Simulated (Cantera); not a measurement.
A closed system holds: 1 mol SiC, 0.12 mol H₂O, 950 mol N₂, equilibrated at 2.40 Pa.

Method: chemical equilibrium by Gibbs-energy minimisation in Cantera with the NASA 1993 tables (ideal gas, pure condensed phases). Candidate condensed phases: C, C₆H₆, C₇H₈, C₈H₁₈, H₂O, Si, SiC, SiO₂, Si₂N₂O, Si₃N₄; 151 gas species. N₂ is the only nitrogen source here; it is nearly inert below about 1500 K, so the nitride shown seldom forms there in practice. Mutual solubility and eutectic melting of coexisting phases are not modelled. Kinetics and transport are ignored.

Which condensed phases are stable at each of these points (T (K)): 1098, 1198, 1298, 1398, 1498, 1598, 1698, 1798, 1898?


| T (K) | condensed phases | Si condensed (%) |
|---|---|---|
| 1098 | C(graphite) + SiC(s) + Si₂N₂O(s) | 100.0 |
| 1198 | SiC(s) + Si₂N₂O(s) | 99.9 |
| 1298 | SiC(s) + Si₂N₂O(s) | 96.9 |
| 1398 | SiC(s) | 93.8 |
| 1498 | SiC(s) | 91.7 |
| 1598 | SiC(s) | 87.7 |
| 1698 | C(graphite) + SiC(s) | 60.9 |
| 1798 | C(graphite) | 0.0 |
| 1898 | C(graphite) | 0.0 |

At 1098 K the condensed part is C(graphite) + SiC(s) + Si₂N₂O(s). From 1198 K to 1298 K the condensed part is SiC(s) + Si₂N₂O(s). From 1398 K to 1598 K the condensed part is SiC(s). At 1698 K the condensed part is C(graphite) + SiC(s). From 1798 K to 1898 K the condensed part is C(graphite).
